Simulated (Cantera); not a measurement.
What does this Cantera script print?

```python
import numpy as np
import cantera as ct

gas_names = """
    CL CL2 H HCL H2 N NH NH2 NH3 N2 N2H2 N2H4 Si SiCL SiCL2 SiCL3 SiCL4 SiH SiHCL3 SiH2 SiH2CL2 SiH3
    SiH3CL SiH4 SiN Si2 Si2N Si3
""".split()
cond_names = """
    NH4CL(a) NH4CL(b) Si(cr) Si(L) Si3N4(a)
""".split()


def load(file, names, dense=False):
    # The tables refer to 1 bar. Condensed volumes are neglected.
    table = {s.name: s for s in ct.Species.list_from_file(file)}
    out = []
    for n in names:
        d = dict(table[n].input_data)
        d["thermo"] = dict(d["thermo"], **{"reference-pressure": 1e5})
        if dense:
            d["equation-of-state"] = {"model": "constant-volume", "density": "1e6 g/cm^3"}
        out.append(ct.Species.from_dict(d))
    return out


gas = ct.Solution(thermo="ideal-gas", species=load("nasa_gas.yaml", gas_names))
cond = {s.name: ct.Solution(thermo="fixed-stoichiometry", species=[s], name=s.name)
        for s in load("nasa_condensed.yaml", cond_names, dense=True)}
atoms = {
    'SiHCl3': {'Si': 1, 'H': 1, 'CL': 3},
    'Cl2': {'CL': 2},
    'N2': {'N': 2},
}
top_T = {'Si3N4(a)': 2400}  # K; cautious upper limits of use, not melting points


def equilibrate(T, P, feed):
    n = {}
    for name, mol in feed.items():
        for a, k in atoms[name].items():
            n[a] = n.get(a, 0.0) + k * mol
    gas.TPX = T, P, n
    mass = sum(n.values()) * gas.mean_molecular_weight
    gas.equilibrate("TP")
    valid = [c for c in cond.values() if c.min_temp <= T <= top_T.get(c.name, c.max_temp)]
    mix = ct.Mixture([(gas, mass / gas.mean_molecular_weight)] + [(c, 0.0) for c in valid])
    mix.T, mix.P = T, P
    mix.equilibrate("TP", solver="vcs", rtol=1e-11, max_steps=5000)
    return mix


results = []
T = 900  # K
P = 100000  # Pa
for m in [4.3, 6, 8.4, 12, 16, 23, 32, 45, 63, 88]:
    feed = {'SiHCl3': 1, 'Cl2': 0.087, 'N2': m}  # mol
    mix = equilibrate(T, P, feed)
    results.append((T, P, feed, dict(zip(mix.species_names, mix.species_moles))))

top = {s: max(r[3][s] / sum(r[3][g] for g in gas_names) for r in results) for s in gas_names}
cols = sorted((s for s in top if top[s] > 1e-06), key=lambda s: -top[s])[:7]
seen = [c for c in cond_names if any(r[3].get(c, 0) > 1e-12 for r in results)]
print("log10 of partial pressures in bar; condensed amounts in mol")
print(f"{'n(N2)':>10s}" + "".join(f"{s[:9]:>10s}" for s in cols + seen))
for T, P, feed, n in results:
    ng = sum(n[g] for g in gas_names)
    print(f"{feed['N2']:10.4g}" + "".join(f"{np.log10(max(n[s] / ng * P / 1e5, 1e-99)):10.3f}" for s in cols)
          + "".join(f"{n.get(c, 0):10.4g}" for c in seen))
```

Result:

```
log10 of partial pressures in bar; condensed amounts in mol
     n(N2)        N2       HCL     SiCL4        H2    SiHCL3       NH3     SiCL3  Si3N4(a)
       4.3    -0.133    -0.927    -0.942    -1.501    -4.063    -5.235    -5.693    0.1231
         6    -0.098    -1.027    -1.063    -1.652    -4.235    -5.444    -5.790    0.1253
       8.4    -0.072    -1.135    -1.192    -1.813    -4.417    -5.673    -5.891    0.1275
        12    -0.051    -1.257    -1.335    -1.993    -4.617    -5.932    -6.002    0.1297
        16    -0.039    -1.360    -1.454    -2.143    -4.783    -6.150    -6.093    0.1315
        23    -0.028    -1.494    -1.607    -2.338    -4.997    -6.437    -6.210    0.1336
        32    -0.020    -1.619    -1.748    -2.520    -5.196    -6.707    -6.317    0.1354
        45    -0.014    -1.751    -1.895    -2.712    -5.403    -6.992    -6.428    0.1372
        63    -0.010    -1.883    -2.042    -2.905    -5.610    -7.280    -6.539    0.1388
        88    -0.007    -2.017    -2.188    -3.100    -5.818    -7.571    -6.649    0.1403
```

Cantera equilibrium calculation (NASA polynomials, part measured and part estimated; ideal gas, pure solids and liquids). N2 is the only nitrogen source here; it is nearly inert below about 1500 K, so the nitride shown seldom forms there in practice.
